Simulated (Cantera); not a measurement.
Charge: 1 mol Ta(OEt)₅, 1.9 mol CO₂, 12 mol H₂, equilibrated at 1350 °C and 820000 Pa.

Method: chemical equilibrium by Gibbs-energy minimisation in Cantera with the NASA 1993 tables (ideal gas, pure condensed phases). Candidate condensed phases: C, C₆H₆, C₇H₈, C₈H₁₈, H₂O, Ta, TaC, Ta₂O₅; 113 gas species. The feed counts by its element totals alone. TaC: taken at fixed stoichiometry. Condensed phases not in the tables: Ta₂C. Kinetics and transport are ignored.

Base state: H₂ 0.727, CO 0.265, CH₄ 0.00643, H₂O 0.00120, CO₂ 0.000140, C₂H₂ (acetylene) 2.53e-5, H 2.06e-5, C₂H₄ 1.38e-5 (mole fractions); condensed: C(graphite) + TaC(s).

What changes in the equilibrium state with this change: temperature from 1350 °C to 1202 °C?


| species | before | after |
|---|---|---|
| H₂ | 0.727 | 0.720 |
| CO | 0.265 | 0.264 |
| CH₄ | 0.00643 | 0.0123 |
| H₂O | 0.00120 | 0.00322 |
| H | 2.06e-5 | 3.84e-6 |
| C₂H₂ (acetylene) | 2.53e-5 | 4.80e-6 |
| CO₂ | 0.000140 | 0.000476 |
| C₂H₄ | 1.38e-5 | 1.04e-5 |
| C(graphite), mol | 1.93 | 1.82 |
| TaC(s), mol | 1.00 | 1.00 |
